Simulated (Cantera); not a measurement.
Mixture: 7.30 % CH4, 1.31 % C2H6, 19.2 % O2, 72.2 % N2, at 1.01 bar, adiabatic and at constant volume. Ignition delay is the time to a rise of 400 K.

Computed with Cantera and GRI-Mech 3.0 (53 species, 325 reactions).

Problem. Predict: delay at 1450 K; delay at 1525 K; delay at 1600 K; delay at 1675 K; delay at 1750 K; apparent activation energy between 1600 and 1750 K.

Solution. 
```
Item                                                     Value
--------------------------------------------------  ----------
delay at 1450 K                                       0.238 ms
delay at 1525 K                                       0.132 ms
delay at 1600 K                                        76.8 µs
delay at 1675 K                                        47.4 µs
delay at 1750 K                                        31.0 µs
apparent activation energy between 1600 and 1750 K  140 kJ/mol
```
